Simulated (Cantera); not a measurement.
Charge: 1 mol Si, a varied amount of F2, equilibrated at 923.15 K and 1.33 mbar.

Method: chemical equilibrium by Gibbs-energy minimisation in Cantera with the NASA 1993 tables (ideal gas, pure condensed phases). Candidate condensed phases: Si; 9 gas species. Rates play no part.

Problem. What share of the Si ends up in condensed phases as a function of n(F2) (mol), at 0.57, 0.71, 0.89, 1.1, 1.4, 1.7, 2.2, 2.7, 3.4, 4.2, 5.2, 6.5?

Solution. 
```csv
n(F2) (mol),Si condensed (%),as
0.57,71.5,Si(s)
0.71,64.5,Si(s)
0.89,55.5,Si(s)
1.1,45.0,Si(s)
1.4,30.0,Si(s)
1.7,15.0,Si(s)
2.2,0.0,-
2.7,0.0,-
3.4,0.0,-
4.2,0.0,-
5.2,0.0,-
6.5,0.0,-
```
